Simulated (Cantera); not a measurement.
Ammonia decomposition in nitride growth gas

An isothermal, constant-pressure homogeneous reactor starts with NH₃ : N₂ = 0.66 : 13 (molar parts), at 1475 K and 1.00 bar.

Model: the gas-phase N/H chemistry of the illustrative SiF4/NH3 mechanism in the Surface Chemkin manual (1991), integrated in Cantera. Walls and surfaces, which speed up NH3 decomposition in real reactors, are not modelled.

```tsv
t (s)	x NH₃	x N₂	x N₂H₂	x H	x N
0.000300	0.0483	0.952	1.71e-12	7.12e-10	<1e-12
0.00111	0.0483	0.952	2.83e-11	7.19e-10	<1e-12
0.00413	0.0483	0.952	4.33e-10	8.22e-10	<1e-12
0.0153	0.0483	0.952	6.06e-9	2.39e-9	6.95e-12
0.0569	0.0483	0.952	2.15e-8	1.32e-8	5.12e-11
0.211	0.0480	0.952	2.15e-8	4.66e-8	2.11e-10
0.783	0.0472	0.951	2.01e-8	1.55e-7	8.59e-10
2.91	0.0447	0.950	1.59e-8	4.60e-7	2.23e-9
10.8	0.0383	0.947	9.12e-9	1.10e-6	2.56e-9
40.0	0.0275	0.943	3.34e-9	1.96e-6	1.50e-9
```
x: mole fraction; the columns are a selection and need not sum to one.

Equilibrium at this temperature and pressure: NH₃ 1.16e-6, N₂ 0.931, N₂H₂ <1e-12, H 3.43e-6, N <1e-12 (gas phase only).
